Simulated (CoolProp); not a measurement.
A single-stage vapour-compression cycle with the fluid: evaporating at 238.15 K (dew point), condensing at 270.15 K (bubble point), superheat 5 K, subcooling 5 K, compressor efficiency 0.75, no pressure losses. The same conditions are run with several fluids, on thermodynamics alone (safety and materials aside).

Computed with CoolProp (reference Helmholtz-energy equation of state of each fluid (R125: Lemmon 2005; R404A: Lemmon 2003; R407C: Lemmon 2003; C3F8 (R218): Lemmon 2006; R507A: Lemmon 2003; R142b: Lemmon 2006)). Blends and air are pseudo-pure fits.

| fluid | cooling COP | pressure ratio | discharge temperature (K) | refrigerating effect (kJ/kg) | volumetric capacity (kJ/m³) |
|---|---|---|---|---|---|
| R125 | 4.94 | 3.30 | 285.1 | (withheld) | 1500 |
| R404A | 4.87 | 3.39 | 290.5 | 162 | 1360 |
| R407C | 4.07 | (withheld) | 312.8 | 206 | 1000 |
| C3F8 (R218) | 4.81 | 3.42 | (withheld) | 80.8 | 869 |
| R507A | 4.98 | 3.29 | 289.0 | 158 | 1420 |
| R142b | 5.16 | 4.16 | 297.1 | 208 | 327 |

Q: What belongs in the gaps?

A: 
- R125, refrigerating effect (kJ/kg): 128
- R407C, pressure ratio: 4.69
- C3F8 (R218), discharge temperature (K): 271.4
